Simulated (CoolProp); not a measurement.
Methane along the isotherm 158.7 K: density (kg/m³) from the reference equation and from simpler models built on Tc = 190.6 K, pc = 4.599 MPa, ω = 0.011; each cubic takes its own stable root.

Values from CoolProp's reference Helmholtz-energy equation of state, Setzmann 1991.

```tsv
p (MPa)	phase	reference
0.884	gas	12.24
1.77	liquid	340.2
2.65	liquid	343.1
3.54	liquid	345.7
4.42	liquid	348.2
5.31	liquid	350.6
6.19	liquid	352.7
7.08	liquid	354.8
7.96	liquid	356.8
8.84	liquid	358.7
9.73	liquid	360.5
10.6	liquid	362.3
11.5	liquid	364.0
```

Question: How far does each simpler model (Redlich-Kwong, Soave-Redlich-Kwong) lie from the reference over these 13 states: mean and median of the absolute difference, and the worst?

Answer: 
- Redlich-Kwong: mean 3.0 %, median 2.9 %, worst -5.1 % at 158.7 K and 1.77 MPa
- Soave-Redlich-Kwong: mean 3.4 %, median 3.3 %, worst -5.8 % at 158.7 K and 1.77 MPa
